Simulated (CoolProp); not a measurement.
Computed with CoolProp (reference Helmholtz-energy equation of state, Lemmon 2006). It is a short technical equation, of lower accuracy than the large ones.

Question: Give the vapour pressure (MPa), liquid density (kg/m³), enthalpy of vaporisation (kJ/kg), liquid cp (kJ/(kg K)) of saturated carbon monoxide at 110.8 K.

Answer: 
```
T (K)  p (MPa)  liquid density (kg/m³)  enthalpy of vaporisation (kJ/kg)  liquid cp (kJ/(kg K))
-----  -------  ----------------------  --------------------------------  ---------------------
110.8     1.12                     642                               159                   2.59
```
